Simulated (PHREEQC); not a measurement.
Dissolve 0.055 mol H3PO4, 0.21 mol HF and 4e-06 mol H4SiO4 per kg of water at 20 °C. Closed to the air; pH follows from the charge balance.

All values are PHREEQC results (ion-association model, phreeqc.dat), not measurements.

No solid was allowed to form.

### Question
Order these F species by the share of F that they hold, largest first: HF, HF2-, F-.

### Answer
HF (92 %), HF2- (4.8 %), F- (3.4 %)

The pH is 1.63 and the ionic strength 0.0267 mol/kgw. SiF6-2 is the database's only silicon fluoride.
